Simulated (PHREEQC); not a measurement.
Consider water at 25 °C with 8.8 mmol/kgw Cu(BF4)2, 1.4 mmol/kgw HNO3 and 0.2 mmol/kgw NaCl. It is in equilibrium with CO2 at log p = -3.4 (atm). Otherwise closed; pH follows from the charge balance.

Equilibrium calculation in PHREEQC: ion-association model, wateq4f.dat.

Precipitation was switched off in this run.

Problem. Predict the pH, ionic strength.

Solution. pH 2.71; ionic strength 0.0285 mol/kgw.

Problem. In which forms is Cu present?

Solution. Cu+2 98 %, CuF+ 1.9 % of the Cu.

Real BF4- forms and hydrolyses slowly; the run takes it at equilibrium.
